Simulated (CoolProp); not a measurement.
Model: reference Helmholtz-energy equation of state, Thol 2016, in CoolProp.

### Question
For hexamethyldisiloxane (MM), give the phase and the density (kg/m³), isothermal compressibility (1/MPa), expansivity (1/kK), fugacity coefficient at 464.1 K and 2.54 MPa.

### Answer
- 464.1 K and 2.54 MPa: liquid; density 561, isothermal compressibility 0.0163, expansivity 2.97, fugacity coefficient 0.278
